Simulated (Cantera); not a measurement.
A perfectly stirred reactor is fed with CH4 : C2H6 : O2 : N2 : H2 = 1 : 0.1 : 1.68 : 6.31 : 0.062 (molar parts), at 7500 Torr; it is adiabatic with a 675 K inlet, and is followed from long to short residence time, starting on the burning branch (τ in s: 0.076, 0.028, 0.01, 0.0038, 0.0014, 0.00051, 0.00019, 6.8e-05, 2.5e-05, 9.2e-06).

Detailed kinetics in Cantera: GRI-Mech 3.0 (53 species, 325 reactions).

Q: Predict: blow-out, bracketed by the residence times tried; x(CH4) at τ = 76.0 ms; x(C2H6) at τ = 76.0 ms; x(O2) at τ = 76.0 ms; x(CH2CO) at τ = 76.0 ms; x(NO) at τ = 76.0 ms; x(CH4) at τ = 0.510 ms; x(C2H6) at τ = 0.510 ms; x(O2) at τ = 0.510 ms; x(CH2CO) at τ = 0.510 ms; x(NO) at τ = 0.510 ms.

A: 
| Quantity | Result |
|---|---|
| blow-out, bracketed by the residence times tried | burning at 68.0 µs, out at 25.0 µs |
| x(CH4) at τ = 76.0 ms | 5.04e-5 |
| x(C2H6) at τ = 76.0 ms | 1.76e-8 |
| x(O2) at τ = 76.0 ms | 1.96e-5 |
| x(CH2CO) at τ = 76.0 ms | 8.09e-8 |
| x(NO) at τ = 76.0 ms | 8.33e-5 |
| x(CH4) at τ = 0.510 ms | 0.00198 |
| x(C2H6) at τ = 0.510 ms | 4.57e-6 |
| x(O2) at τ = 0.510 ms | 0.00171 |
| x(CH2CO) at τ = 0.510 ms | 1.49e-5 |
| x(NO) at τ = 0.510 ms | 0.000143 |
